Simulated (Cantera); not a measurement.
**Adiabatic ignition**

An adiabatic, constant-pressure homogeneous reactor starts with H₂ : O₂ : N₂ = 1 : 0.649 : 2.44 (molar parts), at 1500 K and 825 Torr.

Model: GRI-Mech 3.0 (53 species, 325 reactions), integrated in Cantera.

```tsv
t (s)	T (K)	x H₂	x O₂	x OH	x HO₂	x H
4.00e-6	1500	0.245	0.159	2.75e-6	1.65e-6	1.79e-5
9.49e-6	1511	0.226	0.151	0.00163	4.61e-5	0.0101
2.25e-5	2049	0.0411	0.0521	0.0273	1.85e-5	0.0609
5.33e-5	2440	0.0347	0.0459	0.0333	9.81e-6	0.0307
0.000126	2709	0.0252	0.0418	0.0324	1.06e-5	0.0144
0.000300	2779	0.0220	0.0403	0.0310	1.23e-5	0.0109
0.000711	2777	0.0220	0.0390	0.0305	1.19e-5	0.0108
0.00169	2772	0.0222	0.0371	0.0298	1.14e-5	0.0106
0.00400	2769	0.0223	0.0359	0.0293	1.10e-5	0.0105
0.00949	2769	0.0223	0.0357	0.0293	1.10e-5	0.0105
0.0225	2769	0.0223	0.0357	0.0293	1.10e-5	0.0105
0.0533	2769	0.0223	0.0357	0.0293	1.10e-5	0.0105
0.127	2769	0.0223	0.0357	0.0293	1.10e-5	0.0105
0.300	2769	0.0223	0.0357	0.0293	1.10e-5	0.0105
```
x: mole fraction; the columns are a selection and need not sum to one.

| Quantity | Value |
|---|---|
| time of steepest temperature rise | 12.1 µs |
| temperature at 0.300 s | 2769 K |
| equilibrium temperature | 2769 K |
| x(H₂) at 0.300 s | 0.0223 (gas-phase equilibrium 0.0223) |
| x(O₂) at 0.300 s | 0.0357 (gas-phase equilibrium 0.0357) |
| x(OH) at 0.300 s | 0.0293 (gas-phase equilibrium 0.0293) |
